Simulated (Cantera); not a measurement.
An adiabatic, constant-pressure homogeneous reactor starts with 11.2 % CH₄, 18.7 % O₂, 70.1 % N₂, equivalence ratio 1.2, at 1625 K and 6.61 atm.

Detailed kinetics in Cantera: GRI-Mech 3.0 (53 species, 325 reactions).

One state of this run: T (K) = 2944; x CH₄ = <1e-12; x O₂ = 0.00565; x N₂O = 8.93e-7; x H₂O = 0.166; x NO = 0.00670. x: mole fraction; the columns are a selection and need not sum to one.

Task: Which value of t (s) does it belong to?
(A) 0.00488
(B) 3.98e-5
(C) 8.87e-5
(D) 1.78e-5

Result: A, 0.00488
